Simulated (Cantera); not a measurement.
A perfectly stirred reactor is fed with 41.7 % NO, 58.3 % N₂, at 12000 Pa; it is held at 2200 K, and followed from long to short residence time.

Model: GRI-Mech 3.0 (53 species, 325 reactions), integrated in Cantera.

x: mole fraction; the columns are a selection and need not sum to one.

```json
[
 {"τ (s)": "30", "x NO": "0.0196", "x O": "0.00348", "x N₂O": "3.11e-7", "x O₂": "0.196", "x N₂": "0.780", "x NO₂": "8.34e-6"},
 {"τ (s)": "12", "x NO": "[?]", "x O": "0.00344", "x N₂O": "[?]", "x O₂": "0.192", "x N₂": "0.776", "x NO₂": "[?]"},
 {"τ (s)": "5.0", "x NO": "[?]", "x O": "0.00337", "x N₂O": "[?]", "x O₂": "0.184", "x N₂": "0.768", "x NO₂": "[?]"},
 {"τ (s)": "2.0", "x NO": "0.0807", "x O": "0.00322", "x N₂O": "2.37e-6", "x O₂": "0.166", "x N₂": "0.750", "x NO₂": "3.16e-5"},
 {"τ (s)": "0.82", "x NO": "0.144", "x O": "0.00292", "x N₂O": "7.45e-6", "x O₂": "0.134", "x N₂": "0.718", "x NO₂": "5.08e-5"},
 {"τ (s)": "0.33", "x NO": "0.242", "x O": "0.00239", "x N₂O": "2.20e-5", "x O₂": "0.0856", "x N₂": "0.669", "x NO₂": "6.83e-5"},
 {"τ (s)": "0.14", "x NO": "0.332", "x O": "0.00176", "x N₂O": "4.46e-5", "x O₂": "0.0411", "x N₂": "0.625", "x NO₂": "6.63e-5"},
 {"τ (s)": "0.055", "x NO": "0.386", "x O": "0.00122", "x N₂O": "6.43e-5", "x O₂": "0.0144", "x N₂": "0.598", "x NO₂": "5.03e-5"},
 {"τ (s)": "0.022", "x NO": "0.406", "x O": "0.000901", "x N₂O": "7.27e-5", "x O₂": "0.00476", "x N₂": "0.588", "x NO₂": "3.74e-5"},
 {"τ (s)": "0.0092", "x NO": "0.413", "x O": "0.000671", "x N₂O": "7.37e-5", "x O₂": "0.00150", "x N₂": "0.585", "x NO₂": "2.81e-5"}
]
```

Problem. Complete the blanks.

Solution. 
- 12, x NO: 0.0284
- 12, x N₂O: 4.50e-7
- 12, x NO₂: 1.20e-5
- 5.0, x NO: 0.0455
- 5.0, x N₂O: 8.67e-7
- 5.0, x NO₂: 1.87e-5
